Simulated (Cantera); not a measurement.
Charge: 1 mol AlN, 14 mol Cl₂, 45 mol H₂, equilibrated at 1350 K and 1.50 mbar.

Equilibrium computed with Cantera from the NASA thermochemical tables; the gas is ideal and each condensed phase is pure. Candidate condensed phases: Al, AlCl₃, AlN, NH₄Cl; 20 gas species. The tables' values for AlCl₂ are old estimates; treat these amounts as uncertain. Kinetics and transport are ignored.

Base state: H₂ 0.551, HCl 0.424, AlCl₃ 0.0166, N₂ 0.00847, AlCl₂ 0.000265, AlCl 6.14e-5, H 4.57e-5, Cl 2.93e-5 (mole fractions); condensed: gas only.

Question: What changes in the equilibrium state with this change: temperature from 1350 K to 1923 K?

Answer: 
```csv
species,before,after
H₂,0.551,0.517
HCl,0.424,0.430
H,4.57e-5,0.0175
AlCl₃,0.0166,0.000580
Cl,2.93e-5,0.0110
AlCl,6.14e-5,0.0140
AlCl₂,0.000265,0.00188
N₂,0.00847,0.00823
```
